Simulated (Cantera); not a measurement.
Input (Python, Cantera) and output of one run.

```python
import numpy as np
import cantera as ct

gas_names = """
    CL CLO CL2 H HCL HOCL HO2 H2 H2O H2O2 O OH O2 O3 Si SiCL SiCL2 SiCL3 SiCL4 SiH SiHCL3 SiH2 SiH2CL2
    SiH3 SiH3CL SiH4 SiO SiO2 Si2 Si3
""".split()
cond_names = """
    H2O(s) H2O(L) Si(cr) Si(L) SiO2(Lqz) SiO2(hqz) SiO2(L)
""".split()


# ... load() reads the species with a 1 bar reference pressure and builds the phases ...
atoms = {
    'SiHCl3': {'Si': 1, 'H': 1, 'CL': 3},
    'Cl2': {'CL': 2},
    'H2': {'H': 2},
    'O2': {'O': 2},
}
top_T = {}  # K; cautious upper limits of use, not melting points


# ... equilibrate(T, P, feed) seeds the gas with the atoms and calls Mixture.equilibrate('TP', solver="vcs", rtol=1e-11, max_steps=5000) ...
results = []
feed = {'SiHCl3': 1, 'Cl2': 0.1, 'H2': 22, 'O2': 0.36}  # mol
P = 133.322  # Pa
for T in [875, 900, 925, 950, 975, 1000, 1025, 1050, 1075, 1100, 1125, 1150, 1175, 1200]:
    mix = equilibrate(T, P, feed)
    results.append((T, P, feed, dict(zip(mix.species_names, mix.species_moles))))

top = {s: max(r[3][s] / sum(r[3][g] for g in gas_names) for r in results) for s in gas_names}
cols = sorted((s for s in top if top[s] > 1e-05), key=lambda s: -top[s])[:6]
seen = [c for c in cond_names if any(r[3].get(c, 0) > 1e-12 for r in results)]
print("log10 of partial pressures in bar; condensed amounts in mol")
print(f"{'T/K':>10s}" + "".join(f"{s[:9]:>10s}" for s in cols + seen))
for T, P, feed, n in results:
    ng = sum(n[g] for g in gas_names)
    print(f"{T:10.4g}" + "".join(f"{np.log10(max(n[s] / ng * P / 1e5, 1e-99)):10.3f}" for s in cols)
          + "".join(f"{n.get(c, 0):10.4g}" for c in seen))
```

Output:

```
log10 of partial pressures in bar; condensed amounts in mol
       T/K        H2       HCL     SiCL4     SiCL2    SiHCL3     SiCL3    Si(cr) SiO2(hqz)
       875    -2.900    -4.408    -4.472    -7.231    -5.624    -6.733         0      0.36
       900    -2.901    -4.398    -4.483    -6.765    -5.533    -6.463         0      0.36
       925    -2.901    -4.383    -4.498    -6.341    -5.456    -6.219         0      0.36
       950    -2.902    -4.361    -4.520    -5.962    -5.400    -6.003         0      0.36
       975    -2.903    -4.329    -4.551    -5.635    -5.368    -5.819         0      0.36
      1000    -2.905    -4.269    -4.598    -5.404    -5.386    -5.693   0.01489      0.36
      1025    -2.908    -4.197    -4.663    -5.235    -5.439    -5.609   0.04212      0.36
      1050    -2.911    -4.134    -4.745    -5.085    -5.506    -5.544   0.06631      0.36
      1075    -2.914    -4.080    -4.848    -4.955    -5.588    -5.501   0.08586    0.3599
      1100    -2.917    -4.036    -4.977    -4.846    -5.689    -5.483   0.09972    0.3598
      1125    -2.919    -4.002    -5.132    -4.758    -5.810    -5.490    0.1077    0.3595
      1150    -2.921    -3.977    -5.313    -4.691    -5.949    -5.521    0.1103    0.3589
      1175    -2.923    -3.961    -5.515    -4.641    -6.105    -5.573    0.1086    0.3577
      1200    -2.924    -3.951    -5.733    -4.605    -6.271    -5.641     0.103    0.3552
```

Method: chemical equilibrium by Gibbs-energy minimisation in Cantera with the NASA 1993 tables (ideal gas, pure condensed phases). Mutual solubility and eutectic melting of coexisting phases are not modelled. The tables' values for SiCl3 are old estimates; treat these amounts as uncertain. The tables hold silica as quartz up to 1696 K and as liquid above; real silica turns to tridymite and cristobalite and melts near 1996 K.
